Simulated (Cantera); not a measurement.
Input (Python, Cantera):

```python
import numpy as np
import cantera as ct

gas = ct.Solution("gri30.yaml")


def delay(T, t_max=10):
    gas.TPX = T, 100000, {'CH4': 1, 'O2': 3.39, 'N2': 12.7}
    reactor = ct.IdealGasConstPressureReactor(gas, clone=False)
    net = ct.ReactorNet([reactor])
    net.rtol, net.atol = 1e-8, 1e-16
    while net.time < t_max:
        t_old, T_old = net.time, reactor.T
        net.step()
        if reactor.T > T + 400:  # ignition: a rise of 400 K
            return t_old + (T + 400 - T_old) / (reactor.T - T_old) * (net.time - t_old)
    return np.nan


taus = []
for T in [1025, 1125, 1225, 1325, 1425, 1525, 1625, 1725]:
    taus.append(delay(T))
    print(f"T0 = {T:6g} K   tau = {taus[-1]:.4e} s")
```

Result:

```
T0 =   1025 K   tau = 5.4541e-01 s
T0 =   1125 K   tau = 1.0602e-01 s
T0 =   1225 K   tau = 2.4295e-02 s
T0 =   1325 K   tau = 6.5237e-03 s
T0 =   1425 K   tau = 2.0617e-03 s
T0 =   1525 K   tau = 7.7462e-04 s
T0 =   1625 K   tau = 3.4191e-04 s
T0 =   1725 K   tau = 1.7125e-04 s
```

Cantera simulation using GRI-Mech 3.0 (53 species, 325 reactions); the numbers are that mechanism's predictions, not measurements.
